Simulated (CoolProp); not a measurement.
Values from CoolProp's reference Helmholtz-energy equation of state, Zhou 2011.

### Question
For dimethyl carbonate, give the phase and the cp (kJ/(kg K)), cv (kJ/(kg K)), speed of sound (m/s), isothermal compressibility (1/MPa) at 600 K and 14.2 bar; 600 K and 32.4 bar.

### Answer
- 600 K and 14.2 bar: gas; cp 1.92, cv 1.78, speed of sound 224, isothermal compressibility 0.770
- 600 K and 32.4 bar: gas; cp 2.06, cv 1.81, speed of sound 198, isothermal compressibility 0.397
